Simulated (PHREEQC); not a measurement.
Consider water at 25 °C with 3.3 mol CaCl2 and 0.9 mol KBr per kg of water. Closed to the air; pH follows from the charge balance.

Model: Pitzer model, pitzer.dat, run in PHREEQC.

No solid was allowed to form.

Task: Predict the activity of water, osmotic coefficient, density.

Result: activity of water 0.678; osmotic coefficient 1.846; density 1.298 g/cm³.
